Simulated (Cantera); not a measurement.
# Equilibrium for chlorosilane synthesis and conversion: Si + Cl2 + H2

Feed: 1 mol Si, 0.58 mol Cl2, 5 mol H2, held at 1.00 bar.

These are equilibrium values from Cantera (NASA tables, ideal gas, pure condensed phases), not measurements of a reactor. Candidate condensed phases: Si; 19 gas species. The tables' values for SiCl3 are old estimates; treat these amounts as uncertain. The numbers say what is thermodynamically allowed, not how fast it happens.

From 600 K to 1300 K the condensed part is Si(s). The main Si-bearing gas is SiCl4 throughout. The share of Si in condensed phases is highest at 1300 K (72.7 %) and lowest at 600 K (66.8 %).

```tsv
T (K)	log p H2	log p HCl	log p SiCl4	log p SiHCl3	n Si(s)
600	-0.03	-4.54	-1.49	-1.54	0.668
700	-0.03	-3.64	-1.48	-1.55	0.669
800	-0.03	-2.98	-1.47	-1.57	0.671
900	-0.03	-2.46	-1.47	-1.59	0.675
1000	-0.03	-2.05	-1.48	-1.61	0.683
1100	-0.03	-1.73	-1.51	-1.65	0.696
1200	-0.04	-1.47	-1.57	-1.71	0.712
1300	-0.05	-1.27	-1.70	-1.82	0.727
```
log p: log10 of the partial pressure in bar; n: condensed amount in mol.
